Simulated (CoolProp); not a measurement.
Isohexane along the isotherm 227.35 °C: density (kg/m³) from the reference equation and from simpler models built on Tc = 224.6 °C, pc = 3043 kPa, ω = 0.280; each cubic takes its own stable root.

The numbers come from the reference Helmholtz-energy equation of state, Lemmon 2006 in CoolProp. It is a short technical equation, of lower accuracy than the large ones.

| p (kPa) | phase | reference |
|---|---|---|
| 14.4 | gas | 0.2987 |
| 27.4 | gas | 0.5691 |
| 51.9 | gas | 1.081 |
| 98.3 | gas | 2.058 |
| 186 | gas | 3.934 |
| 353 | gas | 7.619 |
| 670 | gas | 15.07 |
| 1270 | gas | 31.33 |
| 2410 | gas | 78.62 |
| 4560 | supercritical | 385.4 |

Problem. How far does each simpler model (ideal gas, Redlich-Kwong, Soave-Redlich-Kwong, Peng-Robinson) lie from the reference over these 10 states: mean and median of the absolute difference, and the worst?

Solution. 
- ideal gas: mean 14.4 %, median 3.1 %, worst -75.5 % at 227.35 °C and 4560 kPa
- Redlich-Kwong: mean 2.0 %, median 0.0 %, worst -16.2 % at 227.35 °C and 4560 kPa
- Soave-Redlich-Kwong: mean 2.1 %, median 0.1 %, worst -16.6 % at 227.35 °C and 4560 kPa
- Peng-Robinson: mean 1.1 %, median 0.3 %, worst -7.7 % at 227.35 °C and 4560 kPa
